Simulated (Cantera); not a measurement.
Input: 1 mol CaO, 11 mol F₂, held at 22.0 Pa.

Method: chemical equilibrium by Gibbs-energy minimisation in Cantera with the NASA 1993 tables (ideal gas, pure condensed phases). Candidate condensed phases: Ca, CaF₂, CaO; 13 gas species. Rates play no part.

Question: Which condensed phases are stable at each of these points (T (°C)): 327, 427, 527, 627, 727, 827, 927, 1027, 1127, 1227, 1327, 1427, 1527?

Answer: 
```tsv
T (°C)	condensed phases	Ca condensed (%)
327	CaF₂(s)	100.0
427	CaF₂(s)	100.0
527	CaF₂(s)	100.0
627	CaF₂(s)	100.0
727	CaF₂(s)	100.0
827	CaF₂(s)	100.0
927	CaF₂(s)	100.0
1027	CaF₂(s)	99.9
1127	CaF₂(s)	98.0
1227	CaF₂(s)	79.5
1327	gas only	0.0
1427	gas only	0.0
1527	gas only	0.0
```

From 327 °C to 1227 °C the condensed part is CaF₂(s). From 1327 °C to 1527 °C nothing is condensed.
